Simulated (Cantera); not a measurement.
Input: 1 mol SiC, 0.03 mol N2O, 460 mol H2, 0.0015 mol H2O, at 0.510 bar.

These are equilibrium values from Cantera (NASA tables, ideal gas, pure condensed phases), not measurements of a reactor. Candidate condensed phases: C, C6H6, C7H8, C8H18, H2O, Si, SiC, SiO2, Si2N2O, Si3N4; 151 gas species. Mutual solubility and eutectic melting of coexisting phases are not modelled. Gases not in the tables: Si2H6 and higher silanes. The numbers say what is thermodynamically allowed, not how fast it happens.

What share of the Si ends up in condensed phases as a function of T (K), at 1323, 1398, 1473, 1548, 1623, 1698, 1773, 1848, 1923?


```json
[
 {"T (K)": "1323", "Si condensed (%)": "99.9", "as": "SiC(s) + Si2N2O(s)"},
 {"T (K)": "1398", "Si condensed (%)": "99.9", "as": "SiC(s) + Si2N2O(s)"},
 {"T (K)": "1473", "Si condensed (%)": "99.4", "as": "SiC(s) + Si2N2O(s)"},
 {"T (K)": "1548", "Si condensed (%)": "97.7", "as": "SiC(s)"},
 {"T (K)": "1623", "Si condensed (%)": "97.7", "as": "SiC(s)"},
 {"T (K)": "1698", "Si condensed (%)": "97.7", "as": "SiC(s)"},
 {"T (K)": "1773", "Si condensed (%)": "97.5", "as": "SiC(s)"},
 {"T (K)": "1848", "Si condensed (%)": "97.1", "as": "SiC(s)"},
 {"T (K)": "1923", "Si condensed (%)": "96.2", "as": "SiC(s)"}
]
```
